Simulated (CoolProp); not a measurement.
Fluoroethane (R161) along the isotherm 310.6 K: density (kg/m³) from the reference equation and from simpler models built on Tc = 375.2 K, pc = 5.010 MPa, ω = 0.216; each cubic takes its own stable root.

Model: reference Helmholtz-energy equation of state, Wu 2012, in CoolProp.

| p (MPa) | phase | reference | van der Waals | Peng-Robinson |
|---|---|---|---|---|
| 0.0158 | gas | 0.2947 | 0.2945 | 0.2947 |
| 0.0267 | gas | 0.4986 | 0.4981 | 0.4986 |
| 0.045 | gas | 0.8425 | 0.8410 | 0.8425 |
| 0.076 | gas | 1.429 | 1.424 | 1.429 |
| 0.128 | gas | 2.424 | 2.411 | 2.423 |
| 0.216 | gas | 4.141 | (withheld) | 4.140 |
| 0.365 | gas | (withheld) | 7.039 | (withheld) |
| 0.616 | gas | 12.57 | 12.20 | (withheld) |
| 1.04 | gas | 23.04 | (withheld) | 22.85 |
| 1.76 | liquid | 685.2 | 40.90 | (withheld) |
| 2.96 | liquid | (withheld) | 390.3 | 645.7 |
| 5 | liquid | 698.2 | 404.7 | (withheld) |

What belongs in the gaps?


- 0.216, van der Waals: 4.103
- 0.365, reference: 7.153
- 0.365, Peng-Robinson: 7.148
- 0.616, Peng-Robinson: 12.54
- 1.04, van der Waals: 21.67
- 1.76, Peng-Robinson: 638.6
- 2.96, reference: 690.4
- 5, Peng-Robinson: 656.4

At some of these states van der Waals gives the other phase, because its saturation line lies elsewhere.
